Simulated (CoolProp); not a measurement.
Vapour-liquid equilibrium of isopentane (1) + R365MFC (2) at 133 kPa; x and y are mole fractions of (1).

Computed with CoolProp (multi-fluid Helmholtz-energy mixture model, Lemmon 2006 and Lemmon 2016; pair parameters Bell 2016).

Question: Give the bubble temperature and the first vapour's composition at x = 0.2, 0.5, 0.8. Is there an azeotrope?

Answer: x = 0.2: 34.6 °C, y = 0.468; x = 0.5: 30.4 °C, y = 0.621; x = 0.8: 30.5 °C, y = 0.721. y crosses x between x = 0.65 and 0.8: the model has an azeotrope there.

The pair parameters rest on a limited set of measurements; away from them the model extrapolates.
